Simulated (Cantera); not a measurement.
Input (Python, Cantera) and output of one run.

```python
import numpy as np
import cantera as ct

gas_names = [...]  # 109 gases of nasa_gas.yaml made of C, Cl, H, Si
cond_names = """
    C(gr) C6H6(L) C7H8(L) C8H18(L),n-octa Si(cr) Si(L) SiC(b)
""".split()


# ... load() reads the species with a 1 bar reference pressure and builds the phases ...
atoms = {
    'Si(CH3)4': {'Si': 1, 'C': 4, 'H': 12},
    'C2H4': {'C': 2, 'H': 4},
    'H2': {'H': 2},
    'HCl': {'H': 1, 'CL': 1},
}
top_T = {'C(gr)': 4500, 'SiC(b)': 3050}  # K; cautious upper limits of use, not melting points


# ... equilibrate(T, P, feed) seeds the gas with the atoms and calls Mixture.equilibrate('TP', solver="vcs", rtol=1e-11, max_steps=5000) ...
results = []
feed = {'Si(CH3)4': 1, 'C2H4': 0.0083, 'H2': 12, 'HCl': 2.6}  # mol
P = 640  # Pa
for T in [1198, 1298, 1398, 1498, 1598, 1698, 1798, 1898, 1998, 2098]:
    mix = equilibrate(T, P, feed)
    results.append((T, P, feed, dict(zip(mix.species_names, mix.species_moles))))

top = {s: max(r[3][s] / sum(r[3][g] for g in gas_names) for r in results) for s in gas_names}
cols = sorted((s for s in top if top[s] > 1e-06), key=lambda s: -top[s])[:9]
seen = [c for c in cond_names if any(r[3].get(c, 0) > 1e-12 for r in results)]
print("log10 of partial pressures in bar; condensed amounts in mol")
print(f"{'T/K':>10s}" + "".join(f"{s[:9]:>10s}" for s in cols + seen))
for T, P, feed, n in results:
    ng = sum(n[g] for g in gas_names)
    print(f"{T:10.4g}" + "".join(f"{np.log10(max(n[s] / ng * P / 1e5, 1e-99)):10.3f}" for s in cols)
          + "".join(f"{n.get(c, 0):10.4g}" for c in seen))
```

Result:

```
log10 of partial pressures in bar; condensed amounts in mol
       T/K        H2       HCL         H        CL     SiCL2        Si C2H2,acet      SiCL      SiC2     C(gr)    SiC(b)
      1198    -2.252    -3.095    -7.847    -8.751    -6.344   -14.669    -9.257   -12.377   -18.844     3.018    0.9966
      1298    -2.252    -3.094    -7.096    -8.012    -6.045   -12.924    -8.506   -11.167   -16.555     3.019    0.9964
      1398    -2.252    -3.095    -6.451    -7.378    -5.792   -11.431    -7.863   -10.133   -14.597     3.022    0.9944
      1498    -2.252    -3.096    -5.891    -6.828    -5.575   -10.139    -7.307    -9.239   -12.904     3.025    0.9912
      1598    -2.252    -3.098    -5.400    -6.347    -5.388    -9.010    -6.822    -8.459   -11.427     3.029    0.9866
      1698    -2.253    -3.101    -4.966    -5.923    -5.226    -8.016    -6.395    -7.774   -10.127     3.033    0.9806
      1798    -2.254    -3.105    -4.580    -5.547    -5.086    -7.133    -6.017    -7.168    -8.974     3.037    0.9729
      1898    -2.256    -3.111    -4.235    -5.212    -4.966    -6.344    -5.680    -6.629    -7.946     3.041    0.9624
      1998    -2.260    -3.120    -3.925    -4.913    -4.864    -5.636    -5.381    -6.148    -7.023     3.044    0.9443
      2098    -2.269    -3.135    -3.646    -4.646    -4.781    -4.995    -5.115    -5.718    -6.190     3.061    0.8994
```

Method: chemical equilibrium by Gibbs-energy minimisation in Cantera with the NASA 1993 tables (ideal gas, pure condensed phases). The tables' values for SiCl, SiCl3 are old estimates; treat these amounts as uncertain. Gases not in the tables: Si2H6 and higher silanes.
